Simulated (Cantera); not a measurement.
What does this Cantera script print?

```python
import numpy as np
import cantera as ct

gas_names = """
    CL CL2 H HCL H2 Si SiCL SiCL2 SiCL3 SiCL4 SiH SiHCL3 SiH2 SiH2CL2 SiH3 SiH3CL SiH4 Si2 Si3
""".split()
cond_names = """
    Si(cr) Si(L)
""".split()


# ... load() reads the species with a 1 bar reference pressure and builds the phases ...
atoms = {
    'Si': {'Si': 1},
    'H2': {'H': 2},
    'HCl': {'H': 1, 'CL': 1},
}
top_T = {}  # K; cautious upper limits of use, not melting points


# ... equilibrate(T, P, feed) seeds the gas with the atoms and calls Mixture.equilibrate('TP', solver="vcs", rtol=1e-11, max_steps=5000) ...
results = []
feed = {'Si': 1, 'H2': 1.5, 'HCl': 1.2}  # mol
P = 1700000  # Pa
for T in [598, 648, 698, 748, 798, 848, 898, 948, 998, 1048, 1098, 1148]:
    mix = equilibrate(T, P, feed)
    results.append((T, P, feed, dict(zip(mix.species_names, mix.species_moles))))

top = {s: max(r[3][s] / sum(r[3][g] for g in gas_names) for r in results) for s in gas_names}
cols = sorted((s for s in top if top[s] > 1e-05), key=lambda s: -top[s])[:6]
seen = [c for c in cond_names if any(r[3].get(c, 0) > 1e-12 for r in results)]
print("log10 of partial pressures in bar; condensed amounts in mol")
print(f"{'T/K':>10s}" + "".join(f"{s[:9]:>10s}" for s in cols + seen))
for T, P, feed, n in results:
    ng = sum(n[g] for g in gas_names)
    print(f"{T:10.4g}" + "".join(f"{np.log10(max(n[s] / ng * P / 1e5, 1e-99)):10.3f}" for s in cols)
          + "".join(f"{n.get(c, 0):10.4g}" for c in seen))
```

Result:

```
log10 of partial pressures in bar; condensed amounts in mol
       T/K        H2    SiHCL3     SiCL4       HCL   SiH2CL2     SiCL3    Si(cr)
       598     1.158     0.174     0.002    -3.595    -0.957    -5.935    0.6409
       648     1.158     0.166     0.007    -3.109    -0.913    -5.218    0.6409
       698     1.158     0.159     0.013    -2.693    -0.878    -4.605     0.641
       748     1.158     0.152     0.018    -2.333    -0.850    -4.074    0.6412
       798     1.158     0.145     0.022    -2.020    -0.826    -3.611    0.6416
       848     1.158     0.138     0.026    -1.745    -0.806    -3.203     0.642
       898     1.158     0.132     0.029    -1.501    -0.790    -2.842    0.6427
       948     1.157     0.125     0.031    -1.283    -0.776    -2.520    0.6436
       998     1.157     0.118     0.032    -1.088    -0.764    -2.231    0.6448
      1048     1.156     0.111     0.032    -0.913    -0.755    -1.971    0.6464
      1098     1.155     0.102     0.030    -0.755    -0.748    -1.737    0.6484
      1148     1.153     0.092     0.025    -0.611    -0.743    -1.526    0.6508
```

Cantera equilibrium calculation (NASA polynomials, part measured and part estimated; ideal gas, pure solids and liquids). The tables' values for SiCl3 are old estimates; treat these amounts as uncertain.
